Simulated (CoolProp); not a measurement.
The fluid at 332.37 K and 0.333 MPa expands adiabatically to 0.0557 MPa with isentropic efficiency 0.9. The same conditions are run with several fluids, on thermodynamics alone (safety and materials aside).

Values from CoolProp's reference Helmholtz-energy equation of state of each fluid (trans-2-butene: Lemmon 2005; n-butane: Bücker 2006; methane: Setzmann 1991; c-C4F8 (RC318): Platzer 1990; R227EA: Lemmon 2016). The equations of Platzer and Polt are older, rougher fits.

Task: Rank trans-2-butene, n-butane, methane, c-C4F8 (RC318), R227EA by work (kJ/kg), highest first.

Result: methane (226), trans-2-butene (69.6), n-butane (68.0), R227EA (23.9), c-C4F8 (RC318) (20.4)

```tsv
fluid	final temperature (K)	final density (kg/m³)
trans-2-butene	283.0	1.36
n-butane	288.4	1.37
methane	228.8	0.471
c-C4F8 (RC318)	304.0	4.48
R227EA	300.0	3.85
```
